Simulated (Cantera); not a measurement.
A closed system holds: 1 mol C₆H₆, 1.2 mol H₂O, 7.6 mol N₂, held at 2950 K and 13.3 mbar.

Cantera equilibrium calculation (NASA polynomials, part measured and part estimated; ideal gas, pure solids and liquids). Rates play no part.

| species | before | after |
|---|---|---|
| H | 0.322 | 0.557 |
| H₂ | 0.0759 | 0.226 |
| CO | 0.0750 | 0.150 |
| N₂ | 0.448 | 0.0160 |
| CN | 0.0141 | 0.00266 |
| HCN | 0.0338 | 0.0110 |
| C₂H₂ (acetylene) | 0.00407 | 0.0122 |
| C₃ | 0.0136 | 0.0136 |
| C₂N₂ | 0.000342 | 1.22e-5 |
| CNC | 2.90e-5 | 5.48e-6 |
| N | 5.81e-5 | 1.10e-5 |
| HNC | 0.00612 | 0.00200 |
| C₂H₂ (vinylidene) | 1.14e-5 | 3.41e-5 |
| CH₂ | 4.22e-6 | 1.26e-5 |
| C(graphite), mol | 2.94 | 4.02 |
Gas species are given as mole fractions.

Problem. Which change was made?
(A) temperature from 2950 K to 1548.15 K
(B) temperature from 2950 K to 775 K
(C) N₂ from 7.6 to 0.19 mol
(D) temperature from 2950 K to 1873 K

Solution. C, N₂ from 7.6 to 0.19 mol
